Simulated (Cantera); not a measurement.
## Fe + CO + H₂ + O₂ (metals in furnace atmospheres)

A closed system holds: 1 mol Fe, 5.6 mol CO, 110 mol H₂, 0.1 mol O₂, at 0.0100 bar.

Cantera equilibrium calculation (NASA polynomials, part measured and part estimated; ideal gas, pure solids and liquids). Candidate condensed phases: C, C₆H₆, C₇H₈, C₈H₁₈, Fe, Fe(CO)₅, FeO, Fe(OH)₂, Fe(OH)₃, Fe₂O₃, Fe₃O₄, H₂O; 114 gas species. Kinetics and transport are ignored.

From 452 °C to 852 °C the condensed part is Fe(α). From 952 °C to 1352 °C the condensed part is Fe(γ). At 1452 °C the condensed part is Fe(δ).

| T (°C) | x H₂ | x CO | x CH₄ | x H₂O | n Fe(α) | n Fe(γ) | n Fe(δ) |
|---|---|---|---|---|---|---|---|
| 452 | 0.916 | 0.0142 | 0.0338 | 0.0319 | 1.00 | 0 | 0 |
| 552 | 0.944 | 0.0419 | 0.00601 | 0.00670 | 1.00 | 0 | 0 |
| 652 | 0.949 | 0.0476 | 0.000639 | 0.00215 | 1.00 | 0 | 0 |
| 752 | 0.950 | 0.0483 | 4.84e-5 | 0.00167 | 1.00 | 0 | 0 |
| 852 | 0.950 | 0.0484 | 4.64e-6 | 0.00166 | 1.00 | 0 | 0 |
| 952 | 0.950 | 0.0484 | 6.40e-7 | 0.00167 | 0 | 1.000 | 0 |
| 1052 | 0.950 | 0.0484 | 1.19e-7 | 0.00168 | 0 | 1.000 | 0 |
| 1152 | 0.950 | 0.0484 | 2.80e-8 | 0.00169 | 0 | 1.000 | 0 |
| 1252 | 0.950 | 0.0484 | 8.01e-9 | 0.00170 | 0 | 0.997 | 0 |
| 1352 | 0.949 | 0.0484 | 2.67e-9 | 0.00170 | 0 | 0.980 | 0 |
| 1452 | 0.947 | 0.0483 | 1.01e-9 | 0.00170 | 0 | 0 | 0.891 |
x: gas mole fraction; n: condensed amount in mol.
